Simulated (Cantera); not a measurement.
An isothermal, constant-pressure homogeneous reactor starts with 49.0 % CH4, 21.6 % CO2, 29.4 % H2, at 2100 K and 0.600 bar.

Cantera simulation using GRI-Mech 3.0 (53 species, 325 reactions); the numbers are that mechanism's predictions, not measurements. GRI-Mech 3.0 stops at C3 and has no aromatics, soot or wall deposition, so with more carbon than oxygen in the feed, carbon stays in small species such as C2H2 where larger ones or solid carbon would form.

One state of this run: x CH4 = 0.0233; x CO2 = 0.0180; x H2 = 0.554; x O = 8.96e-8; x C2H6 = 1.10e-5. x: mole fraction; the columns are a selection and need not sum to one.

Problem. Which value of t (s) does it belong to?
A. 0.00697
B. 0.000835
C. 0.118
D. 0.000203

Solution. B, 0.000835
